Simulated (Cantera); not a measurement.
An isothermal, constant-pressure homogeneous reactor starts with CO : O2 : H2O : N2 = 0.0023 : 0.0034 : 0.00069 : 1 (molar parts), at 1400 K and 0.790 bar.

Cantera simulation using GRI-Mech 3.0 (53 species, 325 reactions); the numbers are that mechanism's predictions, not measurements.

One state of this run: x CO = 8.08e-6; x O2 = 0.00224; x H2O = 0.000682; x NO2 = 3.40e-9; x CO2 = 0.00228; x N2O = 4.30e-7. x: mole fraction; the columns are a selection and need not sum to one.

Question: Which value of t (s) does it belong to?
A. 0.0669
B. 0.00205
C. 2.19
D. 0.214

Answer: D, 0.214
